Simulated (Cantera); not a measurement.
## Ignition delay

Mixture: 5.71 % CH4, 0.800 % C2H6, 0.800 % C3H8, 12.2 % O2, 68.5 % N2, 12.0 % CO2, equivalence ratio 1.5, at 1.00 atm, adiabatic and at constant pressure. Ignition delay is the time to a rise of 400 K.

Cantera simulation using GRI-Mech 3.0 (53 species, 325 reactions); the numbers are that mechanism's predictions, not measurements.

```
T0 (K)  delay (ms)
------  ----------
1100          31.0
1200          7.31
1300          1.92
1400         0.610
1500         0.238
1600         0.112
1700        0.0608
1800        0.0372
1900        0.0250
2000        0.0180
```

```json
{
  "apparent activation energy between 1800 and 2000 K": "110 kJ/mol"
}
```
